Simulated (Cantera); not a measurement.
A closed system holds: 1 mol MgO, 1.7 mol H₂S, 0.51 mol H₂O, at 1348.15 K and 7.50 bar.

Equilibrium computed with Cantera from the NASA thermochemical tables; the gas is ideal and each condensed phase is pure. Candidate condensed phases: H₂O, H₂SO₄, Mg, MgO, Mg(OH)₂, MgS, MgSO₄, S; 26 gas species. Rates play no part.

Task: What is the equilibrium state?

Result: 
```json
{
  "x(H₂S)": "0.611",
  "x(H₂O)": "0.217",
  "x(H₂)": "0.114",
  "x(S₂)": "0.0564",
  "x(SH)": "0.000665",
  "x(SO₂)": "0.000192",
  "x(S₂O)": "0.000137",
  "x(SO)": "1.17e-5",
  "n(MgO(s))": "1.00 mol",
  "gas_amount": "2.344 mol",
  "log10 activity of S(l) (absent)": "-1.22",
  "log10 activity of Mg(l) (absent)": "-11.12"
}
```
